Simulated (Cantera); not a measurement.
An adiabatic, constant-pressure homogeneous reactor starts with 9.98 % CH₄, 0.389 % C₂H₆, 0.948 % C₃H₈, 18.7 % O₂, 70.0 % N₂, equivalence ratio 1.4, at 1700 K and 1.01 bar.

Model: GRI-Mech 3.0 (53 species, 325 reactions), integrated in Cantera.

x: mole fraction; the columns are a selection and need not sum to one.

```json
[
 {"t (s)": "3.00e-6", "T (K)": "1692", "x CH₄": "0.0992", "x C₂H₆": "0.00372", "x C₃H₈": "0.00857", "x HO₂": "0.000106", "x HCO": "1.02e-7"},
 {"t (s)": "6.83e-6", "T (K)": "1686", "x CH₄": "0.0977", "x C₂H₆": "0.00357", "x C₃H₈": "0.00734", "x HO₂": "0.000132", "x HCO": "1.07e-6"},
 {"t (s)": "1.55e-5", "T (K)": "1693", "x CH₄": "0.0928", "x C₂H₆": "0.00370", "x C₃H₈": "(withheld)", "x HO₂": "(withheld)", "x HCO": "(withheld)"},
 {"t (s)": "3.54e-5", "T (K)": "1832", "x CH₄": "0.0677", "x C₂H₆": "0.00203", "x C₃H₈": "0.000359", "x HO₂": "0.000535", "x HCO": "6.46e-5"},
 {"t (s)": "8.05e-5", "T (K)": "2704", "x CH₄": "<1e-12", "x C₂H₆": "<1e-12", "x C₃H₈": "<1e-12", "x HO₂": "2.20e-6", "x HCO": "2.08e-7"},
 {"t (s)": "0.000183", "T (K)": "2781", "x CH₄": "<1e-12", "x C₂H₆": "<1e-12", "x C₃H₈": "<1e-12", "x HO₂": "2.15e-6", "x HCO": "1.88e-7"},
 {"t (s)": "0.000417", "T (K)": "2827", "x CH₄": "<1e-12", "x C₂H₆": "<1e-12", "x C₃H₈": "<1e-12", "x HO₂": "2.05e-6", "x HCO": "1.79e-7"},
 {"t (s)": "0.000949", "T (K)": "2830", "x CH₄": "<1e-12", "x C₂H₆": "<1e-12", "x C₃H₈": "<1e-12", "x HO₂": "1.94e-6", "x HCO": "1.78e-7"},
 {"t (s)": "0.00216", "T (K)": "2826", "x CH₄": "<1e-12", "x C₂H₆": "<1e-12", "x C₃H₈": "<1e-12", "x HO₂": "1.86e-6", "x HCO": "1.78e-7"},
 {"t (s)": "0.00491", "T (K)": "2825", "x CH₄": "<1e-12", "x C₂H₆": "<1e-12", "x C₃H₈": "<1e-12", "x HO₂": "1.84e-6", "x HCO": "1.78e-7"},
 {"t (s)": "0.0112", "T (K)": "2825", "x CH₄": "<1e-12", "x C₂H₆": "<1e-12", "x C₃H₈": "<1e-12", "x HO₂": "1.84e-6", "x HCO": "1.78e-7"},
 {"t (s)": "0.0255", "T (K)": "2825", "x CH₄": "<1e-12", "x C₂H₆": "<1e-12", "x C₃H₈": "<1e-12", "x HO₂": "1.84e-6", "x HCO": "1.78e-7"},
 {"t (s)": "0.0579", "T (K)": "2825", "x CH₄": "<1e-12", "x C₂H₆": "<1e-12", "x C₃H₈": "<1e-12", "x HO₂": "1.84e-6", "x HCO": "1.78e-7"},
 {"t (s)": "0.132", "T (K)": "2825", "x CH₄": "<1e-12", "x C₂H₆": "<1e-12", "x C₃H₈": "<1e-12", "x HO₂": "1.84e-6", "x HCO": "1.78e-7"},
 {"t (s)": "0.300", "T (K)": "2825", "x CH₄": "<1e-12", "x C₂H₆": "<1e-12", "x C₃H₈": "<1e-12", "x HO₂": "1.84e-6", "x HCO": "1.78e-7"}
]
```

Q: Fill in the missing entries.

A: 
- 1.55e-5, x C₃H₈: 0.00462
- 1.55e-5, x HO₂: 0.000187
- 1.55e-5, x HCO: 7.43e-6
